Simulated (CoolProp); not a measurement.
Ethanol along the isobar 7.24 MPa: fugacity coefficient from the reference equation and from simpler models built on Tc = 241.6 °C, pc = 6.268 MPa, ω = 0.644; each cubic takes its own stable root.

Values from CoolProp's reference Helmholtz-energy equation of state, Schroeder 2014.

| T (°C) | phase | reference | Redlich-Kwong | Soave-Redlich-Kwong | Peng-Robinson |
|---|---|---|---|---|---|
| 22.25 | liquid | 0.001096 | 0.01328 | 0.001029 | 0.001126 |
| 31.05 | liquid | 0.001800 | 0.01815 | 0.001737 | 0.001870 |
| 39.85 | liquid | 0.002861 | 0.02423 | 0.002823 | 0.002997 |
| 48.75 | liquid | 0.004435 | 0.03177 | 0.004456 | 0.004671 |
| 57.55 | liquid | 0.006654 | 0.04075 | 0.006782 | 0.007029 |
| 66.45 | liquid | 0.009772 | 0.05150 | 0.01007 | 0.01033 |
| 75.25 | liquid | 0.01395 | 0.06388 | 0.01450 | 0.01474 |
| 84.05 | liquid | 0.01949 | 0.07810 | 0.02038 | 0.02055 |
| 92.95 | liquid | 0.02677 | 0.09442 | 0.02810 | 0.02814 |
| 101.75 | liquid | 0.03593 | 0.1125 | 0.03781 | 0.03763 |
| 110.55 | liquid | 0.04737 | 0.1326 | 0.04991 | 0.04939 |
| 119.45 | liquid | 0.06160 | 0.1549 | 0.06489 | 0.06390 |
